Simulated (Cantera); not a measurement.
Transport properties of process gases

Gas mixture: C2H2 = 0.076 (molar parts), at 5.00 bar, frozen composition.

Cantera's kinetic-theory transport with the Lennard-Jones parameters of GRI-Mech 3.0, ideal gas; thermal conductivity in the mixture-averaged form. The composition is frozen, though it would react at the higher temperatures.

| T (K) | ρ (kg/m³) | cp (J/kg/K) | μ (µPa s) | λ (mW/m/K) | Pr | D (cm²/s) OH | D (cm²/s) C2H2 | D (cm²/s) H2O |
|---|---|---|---|---|---|---|---|---|
| 400 | 3.91 | 1931 | 13.6 | 35.7 | 0.734 | 0.0850 | 21.9 | 0.0612 |
| 650 | 2.41 | 2288 | 20.1 | 62.4 | 0.736 | 0.197 | 52.9 | 0.155 |
| 900 | 1.74 | 2526 | 25.5 | 87.7 | 0.734 | 0.342 | 93.5 | 0.280 |
| 1150 | 1.36 | 2718 | 30.2 | 112 | 0.734 | 0.516 | 142 | 0.433 |
| 1400 | 1.12 | 2870 | 34.5 | 135 | 0.734 | 0.716 | 199 | 0.610 |
| 1650 | 0.949 | 2988 | 38.5 | 157 | 0.733 | 0.941 | 262 | 0.809 |
D: mixture-averaged diffusion coefficient of that species in the mixture.
